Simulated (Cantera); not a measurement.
# Gas-phase reforming

A perfectly stirred reactor is fed with 24.5 % CH₄, 71.1 % H₂O, 4.41 % H₂, at 580000 Pa; it is held at 1850 K, and followed from long to short residence time.

Model: GRI-Mech 3.0 (53 species, 325 reactions), integrated in Cantera.

| τ (s) | x CH₄ | x H₂O | x H₂ | x C₂H | x CH₂O | x O₂ | x CH₂ |
|---|---|---|---|---|---|---|---|
| 0.74 | 0.00742 | 0.309 | 0.525 | 5.62e-9 | 5.74e-7 | 4.18e-10 | 1.92e-8 |
| 0.32 | 0.0120 | 0.324 | 0.511 | 1.45e-8 | 8.72e-7 | 4.64e-10 | 3.48e-8 |
| 0.14 | 0.0181 | 0.348 | 0.488 | 3.21e-8 | 1.38e-6 | 5.44e-10 | 6.06e-8 |
| 0.059 | 0.0262 | 0.385 | 0.454 | 6.30e-8 | 2.34e-6 | 6.86e-10 | 1.04e-7 |
| 0.025 | 0.0364 | 0.433 | 0.410 | 1.06e-7 | 4.09e-6 | 9.23e-10 | 1.69e-7 |
| 0.011 | 0.0487 | 0.485 | 0.362 | 1.51e-7 | 7.03e-6 | 1.28e-9 | 2.53e-7 |
| 0.0047 | 0.0655 | 0.537 | 0.309 | 1.89e-7 | 1.21e-5 | 1.83e-9 | 3.58e-7 |
| 0.0020 | 0.0878 | 0.583 | 0.257 | 2.05e-7 | 2.01e-5 | 2.61e-9 | 4.72e-7 |
| 0.00086 | 0.116 | 0.620 | 0.207 | 1.90e-7 | 3.13e-5 | 3.56e-9 | 5.88e-7 |
| 0.00037 | 0.148 | 0.649 | 0.160 | 1.49e-7 | 4.59e-5 | 4.50e-9 | 7.05e-7 |
| 0.00016 | 0.179 | 0.674 | 0.118 | 9.38e-8 | 6.12e-5 | 4.83e-9 | 8.18e-7 |
x: mole fraction; the columns are a selection and need not sum to one.
